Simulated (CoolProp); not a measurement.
A single-stage vapour-compression cycle with the fluid: evaporating at 314.15 K (dew point), condensing at 370.15 K (bubble point), superheat 8 K, subcooling 2 K, compressor efficiency 0.85, no pressure losses. The same conditions are run with several fluids, on thermodynamics alone (safety and materials aside).

Values from CoolProp's reference Helmholtz-energy equation of state of each fluid (R1224YDZ: Akasaka 2023; cis-2-butene: Lemmon 2005; ammonia: Gao 2020; n-perfluorohexane: Gao 2022; R152A: Outcalt 1996; R142b: Lemmon 2006).

```csv
fluid,cooling COP,pressure ratio,discharge temperature (K),refrigerating effect (kJ/kg),volumetric capacity (kJ/m³)
R1224YDZ,3.38,…,370.6,95.2,1440
cis-2-butene,3.62,3.84,380.2,253,…
ammonia,…,3.69,444.5,829,9780
n-perfluorohexane,2.52,…,370.1,35.4,263
R152A,3.05,3.54,…,154,4250
R142b,3.35,3.64,381.4,…,2710
```

### Question
Some entries are withheld; supply them.

### Answer

- R1224YDZ, pressure ratio: 4.31
- cis-2-butene, volumetric capacity (kJ/m³): 2010
- ammonia, cooling COP: 3.48
- n-perfluorohexane, pressure ratio: 5.80
- R152A, discharge temperature (K): 393.9
- R142b, refrigerating effect (kJ/kg): 119

The compression ends wet for: n-perfluorohexane.
